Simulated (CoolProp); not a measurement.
Properties of n-hexane along the isobar 0.98 MPa.

Model: reference Helmholtz-energy equation of state, Thol 2019, in CoolProp.

| T (°C) | phase | density (kg/m³) | speed of sound (m/s) | viscosity (µPa s) | conductivity (mW/(m K)) | fugacity coefficient |
|---|---|---|---|---|---|---|
| -62.25 | liquid | 731.1 | 1496 | 942 | 152 | 6.994e-5 |
| -46.85 | liquid | 718.1 | 1421 | 722 | 146 | 0.0002830 |
| -31.35 | liquid | 705.0 | 1347 | 574 | 140 | 0.0009368 |
| -15.95 | liquid | 691.8 | 1274 | 470 | 134 | 0.002599 |
| -0.45 | liquid | 678.4 | 1201 | 392 | 129 | 0.006316 |
| 14.95 | liquid | 664.8 | 1131 | 333 | 124 | 0.01361 |
| 30.45 | liquid | 650.9 | 1061 | 285 | 119 | 0.02678 |
| 45.85 | liquid | 636.7 | 992.4 | 247 | 114 | 0.04839 |
| 61.35 | liquid | 622.0 | 924.4 | 216 | 110 | 0.08191 |
| 76.75 | liquid | 606.8 | 857.6 | 189 | 106 | 0.1303 |
| 92.25 | liquid | 590.9 | 790.6 | 167 | 102 | 0.1974 |
| 107.65 | liquid | 574.2 | 724.1 | 147 | 98.9 | 0.2853 |
| 123.15 | liquid | 556.3 | 656.5 | 130 | 95.5 | 0.3974 |
| 138.55 | liquid | 537.1 | 587.9 | 115 | 92.2 | 0.5336 |

Viscosity comes from a separate model (Michailidou 2013). Thermal conductivity comes from a separate model (Assael 2013).
